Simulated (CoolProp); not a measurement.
A single-stage vapour-compression cycle with R134a: evaporating at 299.15 K (dew point), condensing at 338.15 K (bubble point), superheat 2 K, subcooling 5 K, compressor efficiency 0.85, no pressure losses. Each further row changes one setting.

Computed with CoolProp (reference Helmholtz-energy equation of state, Tillner-Roth 1994).

| case | cooling COP | pressure ratio | discharge temperature (K) | refrigerating effect (kJ/kg) | volumetric capacity (kJ/m³) |
|---|---|---|---|---|---|
| as stated | 5.19 | 2.76 | 346.5 | 128 | 4200 |
| evaporating temperature 304.15 K | 6.21 | 2.38 | 345.7 | 130 | 4960 |
| condensing temperature 333.15 K | 6.21 | 2.45 | 340.8 | 136 | 4460 |
| subcooling 10 K | 5.52 | 2.76 | 346.5 | 136 | 4470 |
| superheat 12 K | 5.25 | 2.76 | 355.8 | 138 | 4280 |
| compressor efficiency 0.75 | 4.58 | 2.76 | 349.1 | 128 | 4200 |
